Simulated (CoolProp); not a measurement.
The fluid at 298.15 K and 14.1 MPa (liquid) is heated at constant pressure to 336.6 K. The same conditions are run with several fluids, on thermodynamics alone (safety and materials aside).

The numbers come from the reference Helmholtz-energy equation of state of each fluid (tetrahydrofuran: Fiedler 2023; propyne: Polt 1992; o-xylene: Zhou 2012; sulfur dioxide: Gao 2016; CH3F (R41): Lemmon 2006) in CoolProp. The equations of Platzer and Polt are older, rougher fits.

Question: Rank tetrahydrofuran, propyne, o-xylene, sulfur dioxide, CH3F (R41) by heat (kJ/kg), highest first.

Answer: CH3F (R41) (105), propyne (91.8), o-xylene (69.7), tetrahydrofuran (68.2), sulfur dioxide (52.8)

```csv
fluid,final phase,final density (kg/m³)
tetrahydrofuran,liquid,854
propyne,liquid,576
o-xylene,liquid,855
sulfur dioxide,liquid,1290
CH3F (R41),supercritical,518
```
